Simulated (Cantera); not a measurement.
A closed system holds: 1 mol AlBr3, 8 mol N2, 3.7 mol H2, held at 1225 K and 5.20 mbar.

Cantera equilibrium calculation (NASA polynomials, part measured and part estimated; ideal gas, pure solids and liquids). Candidate condensed phases: Al, AlBr3, AlN, Br2; 19 gas species. Rates play no part.

Base state: N2 0.616, H2 0.249, HBr 0.0852, AlBr3 0.0502, Br 0.000265, AlBr 1.66e-5 (mole fractions); condensed: AlN(s).

### Question
What changes in the equilibrium state with this change: temperature from 1225 K to 773.15 K?

### Answer
| species | before | after |
|---|---|---|
| N2 | 0.616 | 0.611 |
| H2 | 0.249 | 0.234 |
| HBr | 0.0852 | 0.115 |
| AlBr3 | 0.0502 | 0.0405 |
| AlBr | 1.66e-5 | <1e-9 |
| Br | 0.000265 | 6.03e-8 |
| Al2Br6 | 5.42e-8 | 1.46e-5 |
| AlN(s), mol | 0.362 | 0.486 |
